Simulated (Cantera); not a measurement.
Mixture: CO : H2 : CH4 : O2 : N2 = 1 : 0.72 : 0.69 : 1.24 : 6.35 (molar parts), equivalence ratio 1.8, at 380000 Pa, adiabatic and at constant volume. Ignition delay is the time to a rise of 400 K.

Computed with Cantera and GRI-Mech 3.0 (53 species, 325 reactions).

Task: Predict: delay at 1200 K; delay at 1350 K; delay at 1500 K; delay at 1650 K; delay at 1800 K; apparent activation energy between 1725 and 1875 K.

Result: 
| Quantity | Value |
|---|---|
| delay at 1200 K | 0.467 ms |
| delay at 1350 K | 0.157 ms |
| delay at 1500 K | 60.5 µs |
| delay at 1650 K | 26.8 µs |
| delay at 1800 K | 13.4 µs |
| apparent activation energy between 1725 and 1875 K | 120 kJ/mol |
